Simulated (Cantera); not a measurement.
Input: 1 mol C₃H₈, 0.22 mol O₂, at 1450 K and 45.0 mbar.

Cantera equilibrium calculation (NASA polynomials, part measured and part estimated; ideal gas, pure solids and liquids). Candidate condensed phases: C, C₆H₆, C₇H₈, C₈H₁₈, H₂O; 110 gas species. Rates play no part.

Base state: H₂ 0.901, CO 0.0991, CH₄ 0.000121, H 4.23e-5, H₂O 1.00e-5 (mole fractions); condensed: C(graphite).

Task: What changes in the equilibrium state with this change: temperature from 1450 K to 2025 K?

Result: 
```tsv
species	before	after
H₂	0.901	0.892
CO	0.0991	0.0987
H	4.23e-5	0.00857
C₂H₂ (acetylene)	4.39e-6	0.000807
H₂O	1.00e-5	4.21e-7
CH₄	0.000121	1.42e-5
C(graphite), mol	2.56	2.55
```

Task: What changes in the equilibrium state with this change: pressure from 45.0 mbar to 0.910 bar?

Result: 
```
species             before     after
----------------  --------  --------
H₂                   0.901     0.898
CO                  0.0991    0.0991
CH₄               0.000121   0.00242
H₂O                1.00e-5  0.000202
H                  4.23e-5   9.40e-6
C(graphite), mol      2.56      2.55
```

Task: What changes in the equilibrium state with this change: pressure from 45.0 mbar to 25.0 bar?

Result: 
| species | before | after |
|---|---|---|
| H₂ | 0.901 | 0.837 |
| CO | 0.0991 | 0.0997 |
| CH₄ | 0.000121 | 0.0578 |
| H₂O | 1.00e-5 | 0.00520 |
| C₂H₆ | <1e-9 | 1.11e-5 |
| CO₂ | 4.64e-7 | 0.000260 |
| C(graphite), mol | 2.56 | 2.34 |
